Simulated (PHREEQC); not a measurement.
PHREEQC input (ion-association model, phreeqc.dat):

```
SOLUTION_SPECIES
  CO3-2 + 10 H+ + 8 e- = CH4 + 3 H2O  # shut off: no methane
    -log_k -100
    -delta_h 0
    -analytic -100
SOLUTION 1
  temp 25
  units mol/kgw
  pH 7 charge
  Cl 0.29
  Na 0.29
END
SELECTED_OUTPUT 1
  -reset false
  -pH true
  -pe true
  -ionic_strength true
  -water true
  -totals C Cl Na C(-4) C(4)
  -molalities H+ Na+ Cl- CO3-2 OH- HCO3- CO2 (CO2)2 NaOH NaCO3-
    NaHCO3
  -saturation_indices Halite
USER_PUNCH 1
  -headings p_CO2(g) phi_CO2(g) p_H2O(g) phi_H2O(g) density
  10 PUNCH PR_P("CO2(g)"), PR_PHI("CO2(g)"), PR_P("H2O(g)"), PR_PHI("H2O(g)"), RHO
PRINT
  -reset false
USE solution 1
REACTION_TEMPERATURE 1
  25
GAS_PHASE 1
  -fixed_pressure
  -pressure 1
  -temperature 25
  -volume 20
  CO2(g) 1
  H2O(g) 0
END
# ... the last block is repeated for the other 9 points of P (atm)
```

Selected output (columns that matter, 10 of 10 rows; P (atm) added in front):

```
P (atm)	pH	mu	C	Cl	Na	m_H+	m_Na+	m_Cl-	si_Halite	p_CO2(g)	phi_CO2(g)	p_H2O(g)	phi_H2O(g)	density
1	3.8863	0.29029	0.030861	0.29013	0.29013	0.00016584	0.29012	0.29013	-2.943	0.9686	0.99448	0.031398	0.99024	1.0091
2	3.7337	0.29035	0.062253	0.29014	0.29014	0.00023566	0.29012	0.29014	-2.9431	1.9683	0.98896	0.031704	0.98088	1.0094
3	3.6459	0.2904	0.093264	0.29014	0.29014	0.00028847	0.29012	0.29014	-2.9433	2.968	0.98346	0.032015	0.97156	1.0097
5	3.5368	0.29048	0.15417	0.29014	0.29014	0.00037082	0.29011	0.29014	-2.9436	4.9673	0.97251	0.032652	0.953	1.0104
7.5	3.4518	0.29056	0.22824	0.29015	0.29015	0.000451	0.29011	0.29015	-2.944	7.4665	0.95891	0.03348	0.92998	1.0112
10	3.3926	0.29063	0.30002	0.29015	0.29015	0.00051687	0.29011	0.29015	-2.9444	9.9657	0.94539	0.034343	0.90715	1.0119
15	3.3113	0.29074	0.43677	0.29017	0.29017	0.00062319	0.29012	0.29017	-2.9451	14.964	0.91862	0.036192	0.862	1.0134
20	3.2558	0.29084	0.56447	0.29018	0.29018	0.00070811	0.29013	0.29018	-2.9458	19.962	0.89217	0.038222	0.81745	1.0147
30	3.1821	0.291	0.79291	0.29022	0.29022	0.00083903	0.29016	0.29022	-2.9472	29.957	0.84011	0.042968	0.72969	1.0172
40	3.1345	0.29114	0.9857	0.29028	0.29028	0.00093615	0.29021	0.29028	-2.9486	39.951	0.78889	0.048999	0.64251	1.0193
```
